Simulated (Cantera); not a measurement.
Mixture: CH4 : O2 : N2 : CO2 = 1 : 2.82 : 10.4 : 3.4 (molar parts), equivalence ratio 0.71, at 1600000 Pa, adiabatic and at constant volume. Ignition delay is the time to a rise of 400 K.

Model: GRI-Mech 3.0 (53 species, 325 reactions), integrated in Cantera. The pressure lies above the range GRI-Mech 3.0 was tuned for (to about 10 atm).

Task: What does this change do: pressure from 1600000 Pa to 500000 Pa?

Result: 
```csv
quantity,before,after
delay at 1000 K,55.5 ms,0.189 s
delay at 1075 K,16.0 ms,57.7 ms
delay at 1150 K,5.56 ms,20.2 ms
delay at 1225 K,2.21 ms,7.75 ms
delay at 1300 K,0.963 ms,3.18 ms
delay at 1375 K,0.448 ms,1.38 ms
delay at 1450 K,0.219 ms,0.626 ms
apparent activation energy between 1300 and 1450 K,150 kJ/mol,170 kJ/mol
```
